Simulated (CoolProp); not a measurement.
Values from CoolProp's reference Helmholtz-energy equation of state, Zhou 2011.

**Question.** For dimethyl carbonate, give the phase and the speed of sound (m/s), isothermal compressibility (1/MPa) at 326.85 °C and 5.67 MPa.

**Answer.** 
- 326.85 °C and 5.67 MPa: supercritical; speed of sound 160, isothermal compressibility 0.330
